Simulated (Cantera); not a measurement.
# Premixed flame

A freely propagating, adiabatic, planar premixed flame of H2 : O2 : N2 : H2O = 1 : 0.893 : 3.36 : 0.45 (molar parts), unburnt at 648 K and 82.5 Torr; mixture-averaged transport, grid criteria slope 0.08 and curve 0.16, no radiation.

Model: the H2/O2 subset of GRI-Mech 3.0, which has no nitrogen chemistry, integrated in Cantera. Burning velocities carry a grid error of a few per cent, more on coarse grids. Lean hydrogen flames are cellular in practice and burn faster than this planar one.

```
z (mm)  T (K)  u (m/s)     x H2    x O2   x H2O   x H2O2       x O      x OH
------  -----  -------  -------  ------  ------  -------  --------  --------
-23.4     648     4.50    0.175   0.157  0.0789    <1e-8     <1e-8     <1e-8
-15.6     648     4.50    0.175   0.157  0.0789    <1e-8     <1e-8     <1e-8
-11.7     648     4.50    0.175   0.157  0.0789    <1e-8     <1e-8     <1e-8
-7.81     648     4.50    0.175   0.157  0.0789    <1e-8   1.49e-8     <1e-8
-3.90     660     4.57    0.172   0.157  0.0801  9.71e-7   1.48e-5   3.67e-5
-1.95     774     5.29    0.150   0.153  0.0933  9.54e-7  0.000344  0.000328
0        1061     7.09   0.0728   0.123   0.158  9.86e-7   0.00525   0.00236
1.95     1279     8.45   0.0231  0.0890   0.217  1.31e-6    0.0116   0.00594
3.90     1387     9.11   0.0171  0.0825   0.230  1.03e-6    0.0121   0.00769
7.81     1504     9.81   0.0152  0.0797   0.238  6.23e-7    0.0108   0.00929
15.6     1621     10.5   0.0124  0.0775   0.247  3.30e-7   0.00844    0.0103
31.2     1724     11.1  0.00881  0.0759   0.256  1.79e-7   0.00579    0.0101
62.5     1805     11.5  0.00526  0.0752   0.264  1.03e-7   0.00337   0.00875
```
x: mole fraction of selected species; z is measured from the peak of heat release.

laminar burning velocity: 450 cm/s
thermal thickness: 7.81 mm
peak x(H2O2): 1.34e-6
peak x(O): 0.0122
peak x(OH): 0.0104
grid points: 121
